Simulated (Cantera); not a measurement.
A closed system holds: 1 mol TiC, 0.18 mol C, 0.11 mol H2, equilibrated at 0.00800 bar.

These are equilibrium values from Cantera (NASA tables, ideal gas, pure condensed phases), not measurements of a reactor. Candidate condensed phases: C, C6H6, C7H8, C8H18, Ti, TiC; 77 gas species. TiC: taken at fixed stoichiometry. Equilibrium is a limit: real reactors are often held back by kinetics, nucleation or transport. All values below are at 2023 K.

Base state: H2 0.978, H 0.0210, C2H2 (acetylene) 0.000874 (mole fractions); condensed: C(graphite) + TiC(s).

### Question
What changes in the equilibrium state with this change: 0.0079 mol Cl2 added?

### Answer
```tsv
species	before	after
H2	0.978	0.847
HCl	0	0.130
H	0.0210	0.0195
Cl	0	0.00223
TiCl2	0	6.29e-5
TiCl3	0	1.95e-5
C2H2 (acetylene)	0.000874	0.000757
C(graphite), mol	0.180	0.180
TiC(s), mol	1.00	1.000
```
The tables' values for TiCl2 are old estimates; treat these amounts as uncertain. Further candidate phases: TiCl2, TiCl3, TiCl4.
